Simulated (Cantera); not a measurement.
A Cantera script and its output.

```python
import numpy as np
import cantera as ct

gas = ct.Solution("h2o2.yaml")
gas.TPX = 1300, 600, {'H2': 0.14, 'O2': 1, 'N2': 0.14}
inlet = ct.Reservoir(gas, clone=True)

reactor = ct.IdealGasConstPressureReactor(gas, energy="off", clone=False)
exhaust = ct.Reservoir(gas, clone=True)
tau = [0.4, 0.24, 0.15, 0.088, 0.053, 0.032, 0.02, 0.012, 0.0072][0]
for a, b in ((inlet, reactor), (reactor, exhaust)):
    ct.MassFlowController(a, b, mdot=lambda t: reactor.mass / tau)
net = ct.ReactorNet([reactor])
show = ['H2', 'O2', 'H2O', 'OH', 'H2O2']

rows = []
print(f"{'tau/s':>10s}{'T/K':>9s}" + "".join(f"{s:>11s}" for s in show))
for tau in [0.4, 0.24, 0.15, 0.088, 0.053, 0.032, 0.02, 0.012, 0.0072]:
    net.initial_time = 0.0
    net.advance(30 * tau)
    before = gas.X
    net.advance(40 * tau)
    drift = np.max(np.abs(gas.X - before) / (gas.X + 1e-9))
    rows.append([gas.T, *gas[show].X, drift])
    print(f"{tau:10.3e}{gas.T:9.1f}" + "".join(f"{x:11.3e}" for x in gas[show].X))
```

Result:

```
     tau/s      T/K         H2         O2        H2O         OH       H2O2
 4.000e-01   1300.0  1.575e-03  7.470e-01  1.068e-01  5.434e-03  6.907e-08
 2.400e-01   1300.0  2.025e-03  7.409e-01  1.042e-01  6.125e-03  7.117e-08
 1.500e-01   1300.0  2.489e-03  7.345e-01  1.013e-01  6.734e-03  7.205e-08
 8.800e-02   1300.0  3.053e-03  7.273e-01  9.785e-02  7.355e-03  7.220e-08
 5.300e-02   1300.0  3.623e-03  7.211e-01  9.464e-02  7.859e-03  7.213e-08
 3.200e-02   1300.0  4.255e-03  7.162e-01  9.172e-02  8.290e-03  7.256e-08
 2.000e-02   1300.0  4.982e-03  7.132e-01  8.927e-02  8.663e-03  7.393e-08
 1.200e-02   1300.0  6.067e-03  7.115e-01  8.670e-02  9.088e-03  7.697e-08
 7.200e-03   1300.0  7.688e-03  7.114e-01  8.391e-02  9.582e-03  8.205e-08
```

Computed with Cantera and the H2/O2 subset of GRI-Mech 3.0, which has no nitrogen chemistry. Radical loss at walls, strong at low pressure, is not modelled. The temperature is held fixed by assumption; the heat of reaction is taken as removed at once.
